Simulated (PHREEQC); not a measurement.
Model water analysis in mmol/kgw, 67 °C, pH 2.04:

```
constituent  mmol/kgw
-----------  --------
Na               45.8
K                4.33
Ca               0.43
Mg                 24
Cl               8.44
S(6)             54.5
Br               1.07
Mn(2)           0.241
```

Valence states are taken as typed.

All values are PHREEQC results (Pitzer model, pitzer.dat), not measurements.

```
Item                         Result
--------------------  -------------
ionic strength        0.157 mol/kgw
specific conductance    24700 µS/cm
density                 0.986 g/cm³
osmotic coefficient           0.810
total alkalinity       -37.5 meq/kg
charge-balance error          9.0 %
```

```
species  molality  activity   log γ
-------  --------  --------  ------
Na+        0.0458    0.0344  -0.125
SO4-2      0.0295   0.00604  -0.689
HSO4-      0.0250    0.0182  -0.139
Mg+2       0.0240   0.00571  -0.624
H+         0.0125   0.00912  -0.136
Cl-       0.00844   0.00610  -0.141
K+        0.00433   0.00318  -0.134
Br-       0.00107  0.000781  -0.137
Ca+2     0.000430   8.80e-5  -0.689
```

This is a speciation only: nothing precipitates in the calculation. Complexes and solids missing from the database can't appear. At this temperature some constants are extrapolated from 25 °C, and those without enthalpy data are left unchanged.
